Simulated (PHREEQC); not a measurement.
Solution (80 °C): 0.02 mol MgCl2, 0.008 mol CO2 and 0.0013 mol NaCl per kg of water. Closed to the air; pH follows from the charge balance.

All values are PHREEQC results (ion-association model, phreeqc.dat), not measurements.

Precipitation was switched off in this run.

Problem. Estimate the pH, specific conductance.

Solution. pH 4.18; specific conductance 10700 µS/cm.

At this temperature some constants are extrapolated from 25 °C, and those without enthalpy data are left unchanged.
